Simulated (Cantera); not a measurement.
Mixture: CO : H2 : CH4 : O2 : N2 = 1 : 0.034 : 0.75 : 3.67 : 12.1 (molar parts), at 75000 Pa, adiabatic and at constant volume. Ignition delay is the time to a rise of 400 K.

Model: GRI-Mech 3.0 (53 species, 325 reactions), integrated in Cantera. Below about 1000 K GRI-Mech 3.0 lacks low-temperature oxidation paths. Below about 950 K walls govern HO2 and H2O2 in real vessels.

Q: What does this change do: H2 0.034 to 0.049 parts?

A: 
```csv
quantity,before,after
delay at 873 K,2.48 s,1.39 s
delay at 948 K,0.679 s,0.388 s
delay at 1023 K,0.236 s,0.157 s
delay at 1098 K,79.7 ms,58.4 ms
delay at 1173 K,27.2 ms,21.3 ms
delay at 1248 K,9.88 ms,8.15 ms
apparent activation energy between 1098 and 1248 K,160 kJ/mol,150 kJ/mol
```
